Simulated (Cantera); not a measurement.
A closed system holds: 1 mol BN, 72 mol H2, 1.6 mol F2, equilibrated at 948.15 K and 1.00 mbar.

Cantera equilibrium calculation (NASA polynomials, part measured and part estimated; ideal gas, pure solids and liquids). Candidate condensed phases: B, BN; 31 gas species. Kinetics and transport are ignored.

Base state: H2 0.976, BF3 0.0132, N2 0.00662, HF 0.00378 (mole fractions); condensed: BN(s).

Q: What changes in the equilibrium state with this change: temperature from 948.15 K to 2173 K?

A: 
```
species      before     after
----------  -------  --------
H2            0.976     0.817
H           1.65e-8     0.138
HF          0.00378    0.0269
BF            <1e-9    0.0119
BF3          0.0132   1.39e-5
BF2         1.93e-8  0.000575
N2          0.00662   0.00624
BN(s), mol   0.0260         0
```
The tables' values for BF2 are old estimates; treat these amounts as uncertain.

Q: What changes in the equilibrium state with this change: temperature from 948.15 K to 1525 K?

A: 
```tsv
species	before	after
H2	0.976	0.970
HF	0.00378	0.00929
BF3	0.0132	0.00885
BF	<1e-9	0.00141
BF2	1.93e-8	0.00223
H	1.65e-8	0.000737
BN(s), mol	0.0260	0.0174
```
The tables' values for BF2 are old estimates; treat these amounts as uncertain.

Q: What changes in the equilibrium state with this change: temperature from 948.15 K to 1325 K?

A: 
| species | before | after |
|---|---|---|
| H2 | 0.976 | 0.974 |
| BF3 | 0.0132 | 0.0116 |
| HF | 0.00378 | 0.00776 |
| BF | <1e-9 | 1.02e-5 |
| BF2 | 1.93e-8 | 0.000143 |
| BN(s), mol | 0.0260 | 0.112 |
The tables' values for BF2 are old estimates; treat these amounts as uncertain.
